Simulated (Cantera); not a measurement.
Cantera run, input and output.

```python
import numpy as np
import cantera as ct

gas = ct.Solution("gri30.yaml")
gas.TPX = 475, 1000000, {'H2': 1, 'O2': 0.588, 'N2': 4, 'H2O': 0.12}
inlet = ct.Reservoir(gas, clone=True)
gas.equilibrate("HP")  # start burning
reactor = ct.IdealGasConstPressureReactor(gas, energy="on", clone=False)
exhaust = ct.Reservoir(gas, clone=True)
tau = [0.15, 0.042, 0.012, 0.0035, 0.001, 0.00029, 8.5e-05, 2.5e-05, 7.1e-06][0]
for a, b in ((inlet, reactor), (reactor, exhaust)):
    ct.MassFlowController(a, b, mdot=lambda t: reactor.mass / tau)
net = ct.ReactorNet([reactor])
show = ['H2', 'O2', 'H2O', 'OH', 'HO2', 'N2O']

rows = []
print(f"{'tau/s':>10s}{'T/K':>9s}" + "".join(f"{s:>11s}" for s in show))
for tau in [0.15, 0.042, 0.012, 0.0035, 0.001, 0.00029, 8.5e-05, 2.5e-05, 7.1e-06]:
    net.initial_time = 0.0
    net.advance(30 * tau)
    before = gas.X
    net.advance(40 * tau)
    drift = np.max(np.abs(gas.X - before) / (gas.X + 1e-9))
    rows.append([gas.T, *gas[show].X, drift])
    print(f"{tau:10.3e}{gas.T:9.1f}" + "".join(f"{x:11.3e}" for x in gas[show].X))
```

It prints:

```
     tau/s      T/K         H2         O2        H2O         OH        HO2        N2O
 1.500e-01   1801.5  7.046e-05  1.682e-02  2.148e-01  3.849e-04  7.830e-07  3.249e-07
 4.200e-02   1800.5  1.437e-04  1.683e-02  2.146e-01  4.910e-04  1.438e-06  5.059e-07
 1.200e-02   1798.5  3.140e-04  1.687e-02  2.143e-01  6.647e-04  3.105e-06  8.053e-07
 3.500e-03   1794.6  6.917e-04  1.698e-02  2.137e-01  9.171e-04  6.950e-06  1.090e-06
 1.000e-03   1786.5  1.536e-03  1.728e-02  2.125e-01  1.279e-03  1.541e-05  1.139e-06
 2.900e-04   1770.0  3.290e-03  1.800e-02  2.102e-01  1.762e-03  3.159e-05  9.703e-07
 8.500e-05   1737.6  6.727e-03  1.954e-02  2.056e-01  2.345e-03  5.870e-05  7.567e-07
 2.500e-05   1674.2  1.348e-02  2.282e-02  1.968e-01  2.830e-03  1.022e-04  5.606e-07
 7.100e-06   1495.3  3.793e-02  3.528e-02  1.691e-01  1.960e-03  2.288e-04  2.879e-07
```

Model: GRI-Mech 3.0 (53 species, 325 reactions), integrated in Cantera. The hydrogen kinetics of GRI-Mech 3.0 are dated; newer H2 mechanisms differ, most at raised pressure.
